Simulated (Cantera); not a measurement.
# Halide evaporation, hydrolysis and transport: MgF2 + O2 + H2

Input: 1 mol MgF2, 0.18 mol O2, a varied amount of H2, held at 0.220 Pa.

Equilibrium computed with Cantera from the NASA thermochemical tables; the gas is ideal and each condensed phase is pure. Candidate condensed phases: H2O, Mg, MgF2, MgO, Mg(OH)2; 31 gas species. Mutual solubility and eutectic melting of coexisting phases are not modelled. The numbers say what is thermodynamically allowed, not how fast it happens.

Map the stable condensed phases over T = 1148, 1248, 1348, 1448, 1548, 1648, 1748, 1848, 1948, 2048, 2148, 2248 K and n(H2) in mol = 19, 42, 65, 88, 110, 130, 160, 180.


```
T in K \ n(H2) in mol
          19  42  65  88 110 130 160 180
   2248    A   A   A   A   A   A   A   A
   2148    A   A   A   A   A   A   A   A
   2048    A   A   A   A   A   A   A   A
   1948    A   A   A   A   A   A   A   A
   1848    A   A   A   A   A   A   A   A
   1748    A   A   A   A   A   A   A   A
   1648    A   A   A   A   A   A   A   A
   1548    A   A   A   A   A   A   A   A
   1448    B   B   A   A   A   A   A   A
   1348    B   B   B   B   B   B   B   B
   1248    B   B   B   B   B   B   B   B
   1148    C   C   C   C   C   B   B   B
```
A: gas only; B: MgO; C: MgF2 + MgO.
